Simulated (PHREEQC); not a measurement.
Synthetic water in mg/L, 75 °C, pH 7.77, pe 2.6:

```json
[
 {"constituent": "Na", "mg/L": "12.7"},
 {"constituent": "K", "mg/L": "0.0187"},
 {"constituent": "Ca", "mg/L": "6.67"},
 {"constituent": "Mg", "mg/L": "2.5"},
 {"constituent": "Cl", "mg/L": "17.1"},
 {"constituent": "S(6) as SO4", "mg/L": "2.43"},
 {"constituent": "Alkalinity as HCO3", "mg/L": "32.6"},
 {"constituent": "Fe(2)", "mg/L": "0.0858"},
 {"constituent": "N(-3) as NH4", "mg/L": "0.0782"},
 {"constituent": "Ba", "mg/L": "0.0363"}
]
```

Valence states are taken as typed.

Equilibrium calculation in PHREEQC: ion-association model, phreeqc.dat.

| Quantity | Result |
|---|---|
| ionic strength | 0.00136 mol/kgw |
| specific conductance | 280 µS/cm |
| charge-balance error | 1.5 % |

| species | molality | activity | log γ |
|---|---|---|---|
| Na+ | 0.000552 | 0.000528 | -0.020 |
| HCO3- | 0.000506 | 0.000484 | -0.019 |
| Cl- | 0.000482 | 0.000461 | -0.020 |
| Ca+2 | 0.000162 | 0.000136 | -0.078 |
| Mg+2 | 9.97e-5 | 8.34e-5 | -0.078 |
| SO4-2 | 2.34e-5 | 1.96e-5 | -0.078 |
| CO2 | 1.72e-5 | 1.72e-5 | 0.000 |

This is a speciation only: nothing precipitates in the calculation. Constants without temperature data keep their 25 °C values here.
